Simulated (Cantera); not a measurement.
# MgO + C + H2 (carbothermic reduction)

A closed system holds: 1 mol MgO, 5 mol C, 6.3 mol H2, at 1.00 bar.

Method: chemical equilibrium by Gibbs-energy minimisation in Cantera with the NASA 1993 tables (ideal gas, pure condensed phases). Candidate condensed phases: C, C6H6, C7H8, C8H18, H2O, Mg, MgCO3, MgO, Mg(OH)2; 116 gas species. The tables' values for MgH are old estimates; treat these amounts as uncertain. The numbers say what is thermodynamically allowed, not how fast it happens.

From 900 °C to 1500 °C the condensed part is C(graphite) + MgO(s). From 1700 °C to 2100 °C the condensed part is C(graphite). The main Mg-bearing gas is Mg throughout.

| T (°C) | x H2 | x CO | x Mg | x CH4 | x H | x C2H2 (acetylene) | n C(graphite) | n MgO(s) |
|---|---|---|---|---|---|---|---|---|
| 900 | 0.981 | 7.15e-7 | 7.35e-7 | 0.0187 | 1.17e-7 | 6.01e-8 | 4.88 | 1.000 |
| 1100 | 0.995 | 7.67e-5 | 7.64e-5 | 0.00498 | 3.32e-6 | 1.72e-6 | 4.97 | 1.000 |
| 1300 | 0.993 | 0.00243 | 0.00240 | 0.00181 | 4.05e-5 | 2.05e-5 | 4.97 | 0.985 |
| 1500 | 0.930 | 0.0345 | 0.0341 | 0.000729 | 0.000274 | 0.000130 | 4.76 | 0.766 |
| 1700 | 0.757 | 0.121 | 0.119 | 0.000262 | 0.00117 | 0.000485 | 3.99 | 0 |
| 1900 | 0.753 | 0.120 | 0.119 | 0.000158 | 0.00419 | 0.00166 | 3.97 | 0 |
| 2100 | 0.743 | 0.120 | 0.118 | 0.000103 | 0.0120 | 0.00457 | 3.92 | 0 |
x: gas mole fraction; n: condensed amount in mol.
